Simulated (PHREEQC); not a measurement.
## Brine (model solution)

Make-up at 20 °C: 1.4 mol/kgw MgCl2, 0.088 mol/kgw CaCl2 and 3.9e-05 mol/kgw H4SiO4. Closed to the air; pH follows from the charge balance.

The numbers come from PHREEQC with the Pitzer model, pitzer.dat.

This is a speciation only: nothing precipitates in the calculation.

Problem. Predict the pH, activity of water.

Solution. pH 5.66; activity of water 0.900.

Species that the database lacks are ignored. In brines, pH and single-ion activities rest on the MacInnes convention.
